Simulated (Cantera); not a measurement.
What does this Cantera script print?

```python
import numpy as np
import cantera as ct

gas_names = """
    P2 H2O2 H2 P4O10
""".split()
cond_names = """

""".split()


# ... load() reads the species with a 1 bar reference pressure and builds the phases ...
species = {s.name: s for s in load("nasa_gas.yaml", gas_names) + load("nasa_condensed.yaml", cond_names)}
# Each term lists the table entries of one substance; the one whose range holds T is used.
reactions = {
    '2 P2(g) + 5 H2O2(g) = 5 H2(g) + P4O10(g)':
        [(-2, ['P2']), (-5, ['H2O2']), (5, ['H2']), (1, ['P4O10'])],
}


def pick(names, T):
    return next(species[n] for n in names if species[n].thermo.min_temp <= T <= species[n].thermo.max_temp)


results = []
for label, terms in reactions.items():
    print(label)
    print("     T/K   dH/kJ  dS/(J/K)   dG/kJ   log10 K")
    for T in [1748, 1823, 1898, 1973, 2048, 2123, 2198, 2273, 2348, 2423]:
        used = [(nu, pick(names, T)) for nu, names in terms]
        dH = sum(nu * s.thermo.h(T) for nu, s in used) / 1e6
        dS = sum(nu * s.thermo.s(T) for nu, s in used) / 1e3
        dG = dH - T * dS / 1e3
        logK = -dG * 1e6 / (ct.gas_constant * T * np.log(10))
        results.append((label, T, dH, dS, dG, logK, [s.name for _, s in used]))
        print(f"{T:8g} {dH:8.1f} {dS:8.1f} {dG:8.1f} {logK:8.2f}")
```

Output:

```
2 P2(g) + 5 H2O2(g) = 5 H2(g) + P4O10(g)
     T/K   dH/kJ  dS/(J/K)   dG/kJ   log10 K
    1748  -2409.1   -424.7  -1666.8    49.81
    1823  -2405.0   -422.3  -1635.1    46.85
    1898  -2400.9   -420.2  -1603.5    44.13
    1973  -2396.9   -418.1  -1572.0    41.62
    2048  -2393.0   -416.2  -1540.7    39.30
    2123  -2389.2   -414.3  -1509.6    37.14
    2198  -2385.4   -412.6  -1478.6    35.14
    2273  -2381.7   -410.9  -1447.7    33.27
    2348  -2378.1   -409.3  -1417.0    31.52
    2423  -2374.5   -407.8  -1386.3    29.89
```

Source: NASA polynomial tables (part measured, part estimated), evaluated in Cantera. Condensed species are held in their standard states even where they would react or evaporate.
